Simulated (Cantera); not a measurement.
Mixture: CH4 : O2 : N2 : H2O = 1 : 1.43 : 5.37 : 0.6 (molar parts), equivalence ratio 1.4, at 4.70 bar, adiabatic and at constant pressure. Ignition delay is the time to a rise of 400 K.

Computed with Cantera and GRI-Mech 3.0 (53 species, 325 reactions).

```csv
quantity,before,after
delay at 1298 K,4.31 ms,3.94 ms
delay at 1398 K,1.43 ms,1.27 ms
delay at 1498 K,0.500 ms,0.444 ms
delay at 1598 K,0.187 ms,0.168 ms
delay at 1698 K,75.8 µs,69.8 µs
apparent activation energy between 1598 and 1698 K,200 kJ/mol,200 kJ/mol
```

### Question
Name the change that produced these shifts.
A) O2 1.43 to 0.91 parts
B) pressure from 4.70 bar to 19.0 bar
C) H2O 0.6 to 0.18 parts
D) N2 5.37 to 11 parts

### Answer
C, H2O 0.6 to 0.18 parts
